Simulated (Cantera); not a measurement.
**Equilibrium for silicon epitaxy and polysilicon growth: SiH4 + HCl + H2 + Cl2**

Feed: 1 mol SiH4, 0.062 mol HCl, 3.5 mol H2, 0.59 mol Cl2, at 823.15 K.

Equilibrium computed with Cantera from the NASA thermochemical tables; the gas is ideal and each condensed phase is pure. Candidate condensed phases: Si; 19 gas species. The tables' values for SiCl3 are old estimates; treat these amounts as uncertain. The numbers say what is thermodynamically allowed, not how fast it happens.

```tsv
P (Pa)	log p H2	log p SiCl4	log p SiHCl3	log p HCl	log p SiH2Cl2	n Si(s)
100	-3.03	-4.34	-5.22	-5.06	-7.18	0.693
350	-2.48	-3.80	-4.55	-4.65	-6.37	0.686
1300	-1.91	-3.25	-3.85	-4.23	-5.52	0.679
4500	-1.37	-2.73	-3.19	-3.83	-4.72	0.672
16000	-0.82	-2.21	-2.53	-3.43	-3.91	0.663
56000	-0.28	-1.71	-1.88	-3.03	-3.12	0.654
200000	0.27	-1.22	-1.23	-2.63	-2.32	0.642
```
log p: log10 of the partial pressure in bar; n: condensed amount in mol.

From 100 Pa to 200000 Pa the condensed part is Si(s). The main Si-bearing gas is SiCl4 throughout. The share of Si in condensed phases is highest at 100 Pa (69.3 %) and lowest at 200000 Pa (64.2 %).
